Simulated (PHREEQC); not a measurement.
1 kg of water holding 0.44 mol NaHCO3, 0.35 mol Na2SO4 and 0.025 mol Na2CO3 is evaporated at 30 °C; the solids stay in contact with the brine. CO2 is held at log p = -3.4 (atm). Only these solids could form: Burkeite, Mirabilite, Nahcolite, Natron, Thenardite, Trona.

Computed with PHREEQC (Pitzer model, pitzer.dat).

| water left (kg) | ionic strength | water activity | Thenardite (mol) | Trona (mol) | S in solution (mol/kgw) |
|---|---|---|---|---|---|
| 1.003 | 1.73 | 0.977 | 0 | 0 | 0.349 |
| 0.825 | 2.11 | 0.973 | 0 | 0 | 0.424 |
| 0.6787 | 2.57 | ? | 0 | 0 | 0.516 |
| 0.5585 | 3.13 | 0.962 | 0 | 0 | 0.627 |
| 0.4596 | 3.81 | ? | 0 | 0 | 0.761 |
| 0.3784 | 4.63 | 0.945 | 0 | 0 | 0.925 |
| 0.3116 | 5.63 | ? | 0 | 0 | 1.12 |
| 0.2567 | 6.84 | 0.919 | 0 | 0 | 1.36 |
| 0.2116 | 8.30 | 0.900 | 0 | 0 | 1.65 |
| 0.1745 | 10.1 | ? | 0 | 0 | 2.01 |
| 0.144 | 12.2 | 0.844 | 0 | 0 | 2.43 |
| 0.1179 | 12.6 | 0.838 | 0.0530 | 0.0265 | 2.52 |

Q: Fill in the missing entries.

A: 
- 0.6787, water activity: 0.968
- 0.4596, water activity: 0.954
- 0.3116, water activity: 0.933
- 0.1745, water activity: 0.876

Complexes and solids missing from the database can't appear.
